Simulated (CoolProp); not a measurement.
c-C4F8 (RC318) along the isotherm 500 K: fugacity coefficient from the reference equation and from simpler models built on Tc = 388.4 K, pc = 2778 kPa, ω = 0.355; each cubic takes its own stable root.

The numbers come from the reference Helmholtz-energy equation of state, Platzer 1990 in CoolProp. This equation is an older, rougher fit; its heat capacities, sound speeds and derivatives of the liquid may be far off and weren't checked against measurements.

```
p (kPa)          phase  reference
-------  -------------  ---------
43.9               gas     0.9980
83.3               gas     0.9961
158                gas     0.9927
299                gas     0.9862
567                gas     0.9739
1080               gas     0.9507
2040               gas     0.9087
3860     supercritical     0.8344
7330     supercritical     0.7179
13900    supercritical     0.6046
```

How far does each simpler model (van der Waals, Redlich-Kwong, Soave-Redlich-Kwong) lie from the reference over these 10 states: mean and median of the absolute difference, and the worst?


- van der Waals: mean 3.4 %, median 0.9 %, worst -12.6 % at 500 K and 13900 kPa
- Redlich-Kwong: mean 2.8 %, median 0.9 %, worst -10.9 % at 500 K and 13900 kPa
- Soave-Redlich-Kwong: mean 1.2 %, median 0.2 %, worst +7.0 % at 500 K and 13900 kPa
